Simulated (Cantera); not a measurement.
An adiabatic, constant-pressure homogeneous reactor starts with C3H8 : O2 : N2 : H2O = 1 : 9.26 : 31.5 : 3.2 (molar parts), equivalence ratio 0.54, at 1325 K and 86000 Pa.

Detailed kinetics in Cantera: GRI-Mech 3.0 (53 species, 325 reactions). GRI-Mech 3.0 was tuned for natural gas; its chemistry of propane as a main component is partial and can be far from experiment.

Predict: time of steepest temperature rise; temperature at 9.00 s; equilibrium temperature; x(O2) at 9.00 s; x(H2O) at 9.00 s; x(H2O2) at 9.00 s.


```
Property                                                            Result
---------------------------------  ---------------------------------------
time of steepest temperature rise                                 0.670 ms
temperature at 9.00 s                                               2343 K
equilibrium temperature                                             2343 K
x(O2) at 9.00 s                      0.0864 (gas-phase equilibrium 0.0864)
x(H2O) at 9.00 s                       0.150 (gas-phase equilibrium 0.150)
x(H2O2) at 9.00 s                  2.01e-7 (gas-phase equilibrium 2.01e-7)
```
